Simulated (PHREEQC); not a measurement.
PHREEQC input (ion-association model, wateq4f.dat):

```
SOLUTION_MASTER_SPECIES
  An  An-  0  An  62.0  # stands for a non-complexing anion
SOLUTION_SPECIES
  An- = An-
    -log_k 0
    -gamma 3.0 0
  PO4-3 + 3H+ = H3PO4  # constants of phreeqc.dat
    -log_k 21.721
    -delta_h -10.1 kJ
PHASES
  Fix_H+
    H+ = H+
    -log_k 0
SOLUTION 1
  temp 25
  units mmol/kgw
  pH 7 charge
  As(5) 0.0016
  Na 50.4032
  P 0.4
  An 50
END
SELECTED_OUTPUT 1
  -reset false
  -pH true
  -pe true
  -ionic_strength true
  -water true
  -totals As Na P As(3) As(5)
  -molalities Hfo_wOH Hfo_wOH2+ Hfo_wO- Hfo_sOH Hfo_sOH2+ Hfo_sO- Hfo_wH2AsO4 Hfo_wHAsO4- Hfo_wOHAsO4-3 Hfo_wH2PO4
    Hfo_wHPO4- Hfo_wPO4-2
USER_PUNCH 1
  -headings sigma psi
  10 PUNCH EDL("sigma", "Hfo"), EDL("psi", "Hfo")
PRINT
  -reset false
USE solution 1
SURFACE 1
  Hfo_wOH 0.00137079 600 0.61
  Hfo_sOH 3.42697e-05
EQUILIBRIUM_PHASES 1
  Fix_H+ -3 HAn 10
    -force_equality true
  O2(g) -0.68 10
END
# ... the last block is repeated for the other 16 points of pH, with NaOH or the acid as the point needs
```

Selected output (columns that matter, 13 of 17 rows; pH added in front):

```
pH	mu	As	Na	P	m_Hfo_wOH	m_Hfo_wOH2+	m_Hfo_wO-	m_Hfo_sOH	m_Hfo_sOH2+	m_Hfo_sO-	m_Hfo_wH2AsO4	m_Hfo_wHAsO4-	sigma	psi
3	0.052015	3.6986e-11	0.050403	4.8814e-08	1.4714e-05	0.00095451	5.1959e-09	5.2024e-07	3.3749e-05	1.8371e-10	1.1607e-06	4.3919e-07	0.23117	0.14659
3.5	0.051158	3.1157e-11	0.050403	4.1875e-08	3.5563e-05	0.00093363	3.1033e-08	1.2574e-06	3.3011e-05	1.0973e-09	8.265e-07	7.728e-07	0.20247	0.14025
4.5	0.050694	2.7987e-11	0.050403	3.6734e-08	0.00014045	0.00082822	5.4567e-07	4.9662e-06	2.9284e-05	1.9294e-08	3.0573e-07	1.2727e-06	0.13376	0.11946
5	0.050602	3.4111e-11	0.050403	4.4037e-08	0.00022137	0.00074636	1.5041e-06	7.8269e-06	2.6389e-05	5.3181e-08	1.8482e-07	1.3456e-06	0.098612	0.10424
5.5	0.050534	5.2782e-11	0.050403	6.8281e-08	0.00030013	0.00066603	3.0982e-06	1.0611e-05	2.3548e-05	1.0954e-07	1.1956e-07	1.3225e-06	0.067007	0.08541
6.5	0.050445	2.6991e-10	0.050403	3.6707e-07	0.0004127	0.00054975	7.0976e-06	1.4587e-05	1.9431e-05	2.5087e-07	6.2654e-08	1.1546e-06	0.022222	0.039367
7	0.050417	9.8727e-10	0.050403	1.3781e-06	0.00045074	0.0005107	9.1136e-06	1.5915e-05	1.8032e-05	3.2179e-07	4.9071e-08	1.0631e-06	0.0072383	0.013947
7.5	0.050397	4.8262e-09	0.050403	6.9783e-06	0.00049091	0.0004736	1.1657e-05	1.7234e-05	1.6626e-05	4.0924e-07	3.752e-08	9.5467e-07	-0.0059441	-0.0115
8.5	0.05044	5.8368e-08	0.050403	0.00010856	0.00070986	0.00033331	3.4634e-05	2.2571e-05	1.0598e-05	1.1012e-06	8.0015e-09	4.1831e-07	-0.031581	-0.052156
9	0.050709	8.6331e-08	0.050599	0.00021159	0.00088007	0.00022023	8.0567e-05	2.554e-05	6.3912e-06	2.3381e-06	1.4841e-09	1.4558e-07	-0.043634	-0.065566
9.5	0.051043	1.1301e-07	0.050871	0.00030648	0.00097632	0.00012563	0.00017381	2.6226e-05	3.3747e-06	4.669e-06	2.1352e-10	4.0732e-08	-0.057642	-0.078057
10.5	0.051792	4.9586e-07	0.05162	0.00039294	0.00087997	4.0083e-05	0.00044256	2.2131e-05	1.0081e-06	1.113e-05	7.2066e-12	3.8836e-09	-0.11319	-0.11053
11	0.052831	9.9954e-07	0.052684	0.00039856	0.00073979	2.061e-05	0.00060833	1.8522e-05	5.1601e-07	1.5231e-05	8.986e-13	7.9177e-10	-0.16004	-0.12748
```

H3PO4, which wateq4f.dat lacks, is added to it with the constant of phreeqc.dat. The oxide is taken as insoluble; below pH 4 it would dissolve.
